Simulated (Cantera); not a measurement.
A perfectly stirred reactor is fed with 83.7 % NO, 15.1 % N2, 1.26 % H2O, at 1.30 bar; it is held at 2150 K, and followed from long to short residence time.

Cantera simulation using GRI-Mech 3.0 (53 species, 325 reactions); the numbers are that mechanism's predictions, not measurements.

One state of this run: x NO = 0.0603; x O2 = 0.387; x N2 = 0.538; x O = 0.00107; x N2O = 2.05e-6; x NO2 = 0.000127. x: mole fraction; the columns are a selection and need not sum to one.

Problem. Which value of τ (s) does it belong to?
A. 3.0
B. 0.59
C. 15
D. 0.00017

Solution. A, 3.0
